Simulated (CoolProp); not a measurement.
Properties of dodecamethylpentasiloxane (MD3M) at several states (Tc = 354.9 °C, pc = 0.9540 MPa, ω = 0.730).

Values from CoolProp's reference Helmholtz-energy equation of state, Thol 2019.

| T (°C) | p (MPa) | phase | Joule-Thomson coefficient (K/MPa) | isothermal compressibility (1/MPa) | expansivity (1/kK) | fugacity coefficient |
|---|---|---|---|---|---|---|
| 255.75 | 1.6 | liquid | ___ | ___ | 2.002 | 0.1165 |
| 217.75 | 0.0221 | gas | 26.57 | 46.39 | 2.251 | 0.9765 |
| -39.65 | 0.452 | liquid | ___ | 0.0009573 | 1.058 | 4.461e-9 |
| 341.45 | 0.115 | gas | ___ | ___ | 2.003 | 0.9521 |
| -41.55 | 0.112 | liquid | -0.5363 | ___ | 1.060 | 1.206e-8 |
| -4.85 | 0.156 | liquid | -0.4866 | ___ | 1.078 | ___ |

Q: Fill in the missing entries.

A: 
- 255.75, Joule-Thomson coefficient (K/MPa): 0.04214
- 255.75, isothermal compressibility (1/MPa): 0.01373
- -39.65, Joule-Thomson coefficient (K/MPa): -0.5337
- 341.45, Joule-Thomson coefficient (K/MPa): 12.02
- 341.45, isothermal compressibility (1/MPa): 9.168
- -41.55, isothermal compressibility (1/MPa): 0.0009481
- -4.85, isothermal compressibility (1/MPa): 0.001228
- -4.85, fugacity coefficient: 1.826e-6
